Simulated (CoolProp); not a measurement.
The fluid at 293.15 K and 1.27 MPa is throttled through a valve to 0.447 MPa with no heat exchange. The same conditions are run with several fluids, on thermodynamics alone (safety and materials aside).

Computed with CoolProp (reference Helmholtz-energy equation of state of each fluid (chlorine: Thol 2021; tetrahydrofuran: Fiedler 2023; isohexane: Lemmon 2006; n-hexane: Thol 2019; o-xylene: Zhou 2012)).

| fluid | temperature change (K) | final phase | final density (kg/m³) |
|---|---|---|---|
| chlorine | -13.9 | two-phase, vapour fraction 0.053 | 236 |
| tetrahydrofuran | +0.3 | liquid | 887 |
| isohexane | +0.3 | liquid | 653 |
| n-hexane | +0.3 | liquid | 659 |
| o-xylene | +0.4 | liquid | 880 |
